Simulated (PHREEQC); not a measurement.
HCl is added in steps, without added water, to 1 kg of water holding 6.9 mmol/kgw HF, 47 mmol/kgw CuSO4 and 90 mmol/kgw CuCl2, at 20 °C. Oxygen alone is held at its pressure in air (log pO2 = -0.68). The system is closed to CO2. Solids allowed: Cu(OH)2, Brochantite, Antlerite, Atacamite, Chalcanthite, CuF2:2H2O. Others were left out.

Base run: PHREEQC, ion-association model, wateq4f.dat. Each further column changes one thing. The table gives HSO4- (mol/kgw).

```
HCl added (mol)     base  Debye-Hückel limiting law  all activity coefficients set to 1  database phreeqc.dat  metal-ligand complexes left out
---------------  -------  -------------------------  ----------------------------------  --------------------  -------------------------------
0                0.00110                   0.000546                            0.000622               0.00106                          0.00165
0.00855          0.00321                    0.00150                             0.00206               0.00310                          0.00482
0.01568          0.00511                    0.00235                             0.00338               0.00493                          0.00764
0.02423          0.00732                    0.00335                             0.00493               0.00706                           0.0109
0.03277          0.00939                    0.00429                             0.00642               0.00905                           0.0138
0.04133           0.0113                    0.00516                             0.00782                0.0109                           0.0164
0.04845           0.0128                    0.00585                             0.00894                0.0123                           0.0184
0.057             0.0145                    0.00661                              0.0102                0.0140                           0.0206
```

 phreeqc.dat and wateq4f.dat share most of their constants, so their agreement is no independent check.
